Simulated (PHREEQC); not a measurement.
Consider water at 25 °C with 0.12 mol H3PO4 and 0.0081 mol Na2SO4 per kg of water. Closed to the air; pH follows from the charge balance.

The numbers come from PHREEQC with the ion-association model, phreeqc.dat.

No solid was allowed to form.

Q: What pH, specific conductance, ionic strength does the model give?

A: pH 1.64; specific conductance 10500 µS/cm; ionic strength 0.0466 mol/kgw.

Q: In which forms is S present?

A: HSO4- 55 %, SO4-2 43 %, NaSO4- 1.6 % of the S.
